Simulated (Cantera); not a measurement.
Mixture: 5.93 % CH4, 19.2 % O2, 71.8 % N2, 3.09 % CO2, equivalence ratio 0.62, at 3.40 bar, adiabatic and at constant volume. Ignition delay is the time to a rise of 400 K.

Cantera simulation using GRI-Mech 3.0 (53 species, 325 reactions); the numbers are that mechanism's predictions, not measurements.

### Question
At T0 = 1675 K, what is the delay, and which 6 reactions control it most (d ln τ / d ln k, from doubling and halving each rate constant)?

### Answer
The delay is 84.6 µs.
| reaction | d ln τ / d ln k | faster rate |
|---|---|---|
| CH3 + O2 <=> CH3O + O | -0.40 | shortens it |
| H + O2 <=> O + OH | -0.32 | shortens it |
| CH4 + H <=> CH3 + H2 | 0.22 | lengthens it |
| 2 CH3 (+M) <=> C2H6 (+M) | 0.19 | lengthens it |
| CH3 + HO2 <=> CH3O + OH | -0.17 | shortens it |
| 2 CH3 <=> C2H5 + H | -0.11 | shortens it |
